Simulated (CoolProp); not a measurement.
The fluid at 461.85 K and 0.799 MPa expands adiabatically to 0.098 MPa with isentropic efficiency 0.7. The same conditions are run with several fluids, on thermodynamics alone (safety and materials aside).

The numbers come from the reference Helmholtz-energy equation of state of each fluid (dimethyl carbonate: Zhou 2011; CF4 (R14): Platzer 1990; ethanol: Schroeder 2014; c-C4F8 (RC318): Platzer 1990; nitrogen: Span 2000) in CoolProp. The equations of Platzer and Polt are older, rougher fits.

```
fluid               work (kJ/kg)  final temperature (K)  final density (kg/m³)
------------------  ------------  ---------------------  ---------------------
dimethyl carbonate          55.2                  417.2                   2.59
CF4 (R14)                   57.0                  393.4                   2.64
ethanol                      105                  393.4                   1.41
c-C4F8 (RC318)              26.2                  431.7                   5.51
nitrogen                     152                  316.3                   1.04
```
